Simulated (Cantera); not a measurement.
An isothermal, constant-pressure homogeneous reactor starts with CO : O₂ : H₂O : N₂ = 0.02 : 0.038 : 0.007 : 1 (molar parts), at 1400 K and 1.01 bar.

Detailed kinetics in Cantera: GRI-Mech 3.0 (53 species, 325 reactions).

Question: Predict: x(CO) at 20.0 s; x(O₂) at 20.0 s; x(H₂O) at 20.0 s; x(NO) at 20.0 s; x(OH) at 20.0 s; x(NO₂) at 20.0 s.

Answer: 
```
Item                                                Result
----------------  ----------------------------------------
x(CO) at 20.0 s    1.14e-7 (gas-phase equilibrium 1.14e-7)
x(O₂) at 20.0 s      0.0265 (gas-phase equilibrium 0.0264)
x(H₂O) at 20.0 s   0.00663 (gas-phase equilibrium 0.00663)
x(NO) at 20.0 s   2.62e-6 (gas-phase equilibrium 0.000283)
x(OH) at 20.0 s    4.73e-6 (gas-phase equilibrium 4.72e-6)
x(NO₂) at 20.0 s   6.95e-9 (gas-phase equilibrium 7.48e-7)
```
